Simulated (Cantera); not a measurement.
Feed: 1 mol TiO2, 10 mol H2, at 1000 K and 0.100 bar.

Method: chemical equilibrium by Gibbs-energy minimisation in Cantera with the NASA 1993 tables (ideal gas, pure condensed phases). Candidate condensed phases: H2O, Ti, TiO, TiO2, Ti2O3, Ti3O5, Ti4O7; 12 gas species. Condensed phases not in the tables: Magnéli phases beyond Ti4O7. The numbers say what is thermodynamically allowed, not how fast it happens.

Question: What is the equilibrium state?

Answer: 
```json
{
  "x(H2)": "1.000",
  "x(H2O)": "7.40e-5",
  "n(TiO2(rutile))": "0.997 mol",
  "n(Ti4O7(s))": "0.000740 mol",
  "gas_amount": "10.00 mol",
  "log10 activity of Ti3O5(s) (absent)": "-0.26",
  "log10 activity of Ti2O3(s) (absent)": "-0.62",
  "log10 activity of Ti(α) (absent)": "-11.45"
}
```
